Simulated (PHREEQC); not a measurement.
0.025 g of hydrous ferric oxide (600 m²/g; 0.2 weak and 0.005 strong sites per Fe, Dzombak-Morel constants, diffuse double layer) in 1 kg of water with 0.3 mol/kgw of an inert sodium salt and 0.00014 mmol/kgw MnCl2, at 25 °C; the pH is set by adding NaOH or the inert anion's acid. No oxygen is let in. No CO2 enters from the air. Nothing may precipitate in this run.

Model: ion-association model, wateq4f.dat, run in PHREEQC.

```
pH   Mn sorbed (%)  surface charge σ (C/m²)  surface potential ψ (mV)
---  -------------  -----------------------  ------------------------
4              0.0                    0.349                       123
4.5            0.0                    0.318                         …
5              0.0                    0.269                       110
5.5            0.0                        …                        98
6              0.4                        …                        83
6.5              …                    0.106                        65
7             16.3                    0.066                         …
7.5           57.7                        …                        26
8             90.7                    0.006                         5
8.5           98.6                   -0.021                       -17
9                …                   -0.051                       -37
9.5          100.0                   -0.087                       -57
10           100.0                   -0.131                       -75
```

Question: Some entries are withheld; supply them.

Answer: 
- 4.5, surface potential ψ (mV): 118
- 5.5, surface charge σ (C/m²): 0.210
- 6, surface charge σ (C/m²): 0.154
- 6.5, Mn sorbed (%): 2.6
- 7, surface potential ψ (mV): 46
- 7.5, surface charge σ (C/m²): 0.034
- 9, Mn sorbed (%): 99.8
